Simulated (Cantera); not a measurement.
A closed system holds: 1 mol SiCl₄, 5 mol H₂O, 16 mol N₂, 2 mol O₂, equilibrated at 1650 K and 180 Pa.

Method: chemical equilibrium by Gibbs-energy minimisation in Cantera with the NASA 1993 tables (ideal gas, pure condensed phases). Candidate condensed phases: H₂O, NH₄Cl, Si, SiO₂, Si₂N₂O, Si₃N₄; 47 gas species. The tables hold silica as quartz up to 1696 K and as liquid above; real silica turns to tridymite and cristobalite and melts near 1996 K. Rates play no part.

Base state: N₂ 0.636, HCl 0.139, H₂O 0.129, O₂ 0.0735, Cl 0.0203, NO 0.00127, OH 0.00109, O 0.000166 (mole fractions); condensed: SiO₂(β-quartz).

**Question.** What changes in the equilibrium state with this change: temperature from 1650 K to 725 K?

**Answer.** 
```tsv
species	before	after
N₂	0.636	0.643
HCl	0.139	0.143
H₂O	0.129	0.130
Cl	0.0203	3.08e-6
Cl₂	3.46e-5	0.00906
O₂	0.0735	0.0758
OH	0.00109	<1e-9
O	0.000166	<1e-9
SiO₂(β-quartz), mol	1.000	0
SiO₂(α-quartz), mol	0	1.00
```
